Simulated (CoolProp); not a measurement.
Vapour-liquid equilibrium of R227EA (1) + isobutene (2) at 547 kPa; x and y are mole fractions of (1).

The numbers come from the multi-fluid Helmholtz-energy mixture model, Lemmon 2016 and Lemmon 2005; pair parameters Bell 2016 in CoolProp.

Question: Give the bubble temperature and the first vapour's composition at x = 0.125, 0.65, 0.8. Is there an azeotrope?

Answer: x = 0.125: 309.5 K, y = 0.285; x = 0.65: 301.4 K, y = 0.659; x = 0.8: 301.8 K, y = 0.770. y crosses x between x = 0.65 and 0.725: the model has an azeotrope there.

The pair parameters rest on a limited set of measurements; away from them the model extrapolates.
